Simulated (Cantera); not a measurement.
An adiabatic, constant-volume homogeneous reactor starts with CH₃OH : O₂ : N₂ : CO₂ = 1 : 0.625 : 5.56 : 0.14 (molar parts), equivalence ratio 2.4, at 1475 K and 25000 Pa.

Detailed kinetics in Cantera: GRI-Mech 3.0 (53 species, 325 reactions). GRI-Mech 3.0 was tuned for natural gas; its chemistry of methanol as a main component is partial and can be far from experiment.

**Question.** Predict: time of steepest temperature rise; temperature at 1.00 s; equilibrium temperature; x(O₂) at 1.00 s; x(H₂) at 1.00 s; x(N₂O) at 1.00 s; x(O) at 1.00 s; x(CO₂) at 1.00 s.

**Answer.** 
```
Quantity                                                             Value
---------------------------------  ---------------------------------------
time of steepest temperature rise                                 0.959 ms
temperature at 1.00 s                                               2306 K
equilibrium temperature                                             2306 K
x(O₂) at 1.00 s                    1.96e-5 (gas-phase equilibrium 1.96e-5)
x(H₂) at 1.00 s                      0.0944 (gas-phase equilibrium 0.0944)
x(N₂O) at 1.00 s                   4.72e-9 (gas-phase equilibrium 4.72e-9)
x(O) at 1.00 s                     3.36e-5 (gas-phase equilibrium 3.36e-5)
x(CO₂) at 1.00 s                     0.0260 (gas-phase equilibrium 0.0260)
```
